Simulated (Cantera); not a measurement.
An adiabatic, constant-pressure homogeneous reactor starts with C₂H₄ : O₂ : N₂ : H₂O = 1 : 3 : 8.1 : 0.73 (molar parts), equivalence ratio 1.0, at 1100 K and 15.0 bar. Integrator tolerance rtol = 1e-08.

Detailed kinetics in Cantera: GRI-Mech 3.0 (53 species, 325 reactions). GRI-Mech 3.0 was tuned for natural gas; its chemistry of ethylene as a main component is partial and can be far from experiment. The pressure lies above the range GRI-Mech 3.0 was tuned for (to about 10 atm).

Problem. What does this change do: initial temperature 1100 to 1250 K?

Solution. 
```
quantity                                                            before                                    after
---------------------------------  ---------------------------------------  ---------------------------------------
time of steepest temperature rise                                  2.25 ms                                 0.205 ms
temperature at 0.200 s                                              2949 K                                   3006 K
equilibrium temperature                                             2949 K                                   3006 K
x(C₂H₄) at 0.200 s                   <1e-12 (gas-phase equilibrium <1e-12)    <1e-12 (gas-phase equilibrium <1e-12)
x(O₂) at 0.200 s                     0.0200 (gas-phase equilibrium 0.0200)    0.0219 (gas-phase equilibrium 0.0219)
x(H₂O) at 0.200 s                      0.181 (gas-phase equilibrium 0.181)      0.176 (gas-phase equilibrium 0.176)
x(C₂H) at 0.200 s                    <1e-12 (gas-phase equilibrium <1e-12)    <1e-12 (gas-phase equilibrium <1e-12)
x(H₂) at 0.200 s                     0.0125 (gas-phase equilibrium 0.0125)    0.0142 (gas-phase equilibrium 0.0142)
x(H₂O₂) at 0.200 s                 1.58e-6 (gas-phase equilibrium 1.58e-6)  1.76e-6 (gas-phase equilibrium 1.76e-6)
```
Above 3000 K some thermodynamic fits are extrapolated.

Problem. What does this change do: constant volume in place of constant pressure?

Solution. 
| quantity | before | after |
|---|---|---|
| time of steepest temperature rise | 2.25 ms | 2.24 ms |
| temperature at 0.200 s | 2949 K | 3224 K |
| equilibrium temperature | 2949 K | 3224 K |
| x(C₂H₄) at 0.200 s | <1e-12 (gas-phase equilibrium <1e-12) | <1e-12 (gas-phase equilibrium <1e-12) |
| x(O₂) at 0.200 s | 0.0200 (gas-phase equilibrium 0.0200) | 0.0223 (gas-phase equilibrium 0.0223) |
| x(H₂O) at 0.200 s | 0.181 (gas-phase equilibrium 0.181) | 0.172 (gas-phase equilibrium 0.172) |
| x(C₂H) at 0.200 s | <1e-12 (gas-phase equilibrium <1e-12) | <1e-12 (gas-phase equilibrium <1e-12) |
| x(H₂) at 0.200 s | 0.0125 (gas-phase equilibrium 0.0125) | 0.0154 (gas-phase equilibrium 0.0154) |
| x(H₂O₂) at 0.200 s | 1.58e-6 (gas-phase equilibrium 1.58e-6) | 4.14e-6 (gas-phase equilibrium 4.14e-6) |
Above 3000 K some thermodynamic fits are extrapolated.
